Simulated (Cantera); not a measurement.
**Carbothermic reduction: SiO₂ + CO + N₂ + CH₄**

A closed system holds: 1 mol SiO₂, 2.1 mol CO, 13 mol N₂, 1.1 mol CH₄, equilibrated at 0.000490 bar.

Equilibrium computed with Cantera from the NASA thermochemical tables; the gas is ideal and each condensed phase is pure. Candidate condensed phases: C, C₆H₆, C₇H₈, C₈H₁₈, H₂O, Si, SiC, SiO₂, Si₂N₂O, Si₃N₄; 151 gas species. N₂ is the only nitrogen source here; it is nearly inert below about 1500 K, so the nitride shown seldom forms there in practice. Mutual solubility and eutectic melting of coexisting phases are not modelled. The tables hold silica as quartz up to 1696 K and as liquid above; real silica turns to tridymite and cristobalite and melts near 1996 K. Kinetics and transport are ignored.

```csv
T (K),x N₂,x CO,x H₂,x SiO,n SiO₂(β-quartz),n Si₂N₂O(s),n SiC(s)
1225,0.701,0.177,0.122,7.44e-6,0.267,0.367,0
1275,0.701,0.177,0.122,5.22e-5,0.266,0.366,0
1325,0.700,0.177,0.122,0.000315,0.265,0.365,0
1375,0.700,0.177,0.122,0.00166,0.257,0.357,0
1425,0.696,0.176,0.121,0.00781,0.219,0.319,0
1475,0.681,0.170,0.116,0.0331,0.0583,0.158,0
1525,0.675,0.168,0.115,0.0419,0,0.0999,0
1575,0.673,0.163,0.114,0.0492,0,0,0.0494
1625,0.673,0.163,0.113,0.0492,0,0,0.0490
1675,0.673,0.163,0.113,0.0492,0,0,0.0479
```
x: gas mole fraction; n: condensed amount in mol.

From 1225 K to 1475 K the condensed part is SiO₂(β-quartz) + Si₂N₂O(s). At 1525 K the condensed part is Si₂N₂O(s). From 1575 K to 1675 K the condensed part is SiC(s). The main Si-bearing gas is SiO throughout. The share of Si in condensed phases is highest at 1225 K (100.0 %) and lowest at 1675 K (4.8 %).
